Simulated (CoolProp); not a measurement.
Vapour-liquid equilibrium of dimethyl ether (1) + R134a (2) at 0.0156 MPa; x and y are mole fractions of (1).

Computed with CoolProp (multi-fluid Helmholtz-energy mixture model, Wu 2011 and Tillner-Roth 1994; pair parameters Bell 2016).

Question: Give the bubble temperature and the first vapour's composition at x = 0.35, 0.5, 0.8. Is there an azeotrope?

Answer: x = 0.35: 214.1 K, y = 0.319; x = 0.5: 214.4 K, y = 0.494; x = 0.8: 213.7 K, y = 0.841. y crosses x between x = 0.5 and 0.575: the model has an azeotrope there.

Pair parameters are fitted to limited data, so mixtures are less certain than the pure fluids.
